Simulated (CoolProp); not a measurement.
Vapour-liquid equilibrium of dimethyl ether (1) + R227EA (2) at 0.0817 MPa; x and y are mole fractions of (1).

Model: multi-fluid Helmholtz-energy mixture model, Wu 2011 and Lemmon 2016; pair parameters Bell 2016, in CoolProp.

```json
[
 {"x": "0.05", "bubble temperature, mixture model (K)": "252.9", "bubble temperature, Raoult's law (K)": "251.5", "y, mixture model": "0.017", "y, Raoult's law": "0.071"},
 {"x": "0.125", "bubble temperature, mixture model (K)": "254.4", "bubble temperature, Raoult's law (K)": "250.7", "y, mixture model": "0.064", "y, Raoult's law": "0.172"},
 {"x": "0.2", "bubble temperature, mixture model (K)": "255.7", "bubble temperature, Raoult's law (K)": "250.0", "y, mixture model": "0.140", "y, Raoult's law": "0.267"},
 {"x": "0.275", "bubble temperature, mixture model (K)": "256.4", "bubble temperature, Raoult's law (K)": "249.4", "y, mixture model": "0.246", "y, Raoult's law": "0.356"},
 {"x": "0.35", "bubble temperature, mixture model (K)": "256.5", "bubble temperature, Raoult's law (K)": "248.7", "y, mixture model": "0.373", "y, Raoult's law": "0.440"},
 {"x": "0.425", "bubble temperature, mixture model (K)": "255.8", "bubble temperature, Raoult's law (K)": "248.0", "y, mixture model": "0.507", "y, Raoult's law": "0.520"},
 {"x": "0.5", "bubble temperature, mixture model (K)": "254.5", "bubble temperature, Raoult's law (K)": "247.4", "y, mixture model": "0.631", "y, Raoult's law": "0.595"},
 {"x": "0.575", "bubble temperature, mixture model (K)": "252.9", "bubble temperature, Raoult's law (K)": "246.8", "y, mixture model": "0.736", "y, Raoult's law": "0.665"},
 {"x": "0.65", "bubble temperature, mixture model (K)": "251.0", "bubble temperature, Raoult's law (K)": "246.2", "y, mixture model": "0.818", "y, Raoult's law": "0.732"},
 {"x": "0.725", "bubble temperature, mixture model (K)": "249.2", "bubble temperature, Raoult's law (K)": "245.6", "y, mixture model": "0.881", "y, Raoult's law": "0.795"},
 {"x": "0.8", "bubble temperature, mixture model (K)": "247.4", "bubble temperature, Raoult's law (K)": "245.0", "y, mixture model": "0.927", "y, Raoult's law": "0.855"},
 {"x": "0.875", "bubble temperature, mixture model (K)": "245.8", "bubble temperature, Raoult's law (K)": "244.4", "y, mixture model": "0.961", "y, Raoult's law": "0.912"},
 {"x": "0.95", "bubble temperature, mixture model (K)": "244.4", "bubble temperature, Raoult's law (K)": "243.9", "y, mixture model": "0.986", "y, Raoult's law": "0.966"}
]
```

The largest gap from Raoult's law is +7.8 K in bubble temperature, at x = 0.35. y crosses x between x = 0.275 and 0.35: the model has an azeotrope there.

The pair parameters rest on a limited set of measurements; away from them the model extrapolates.
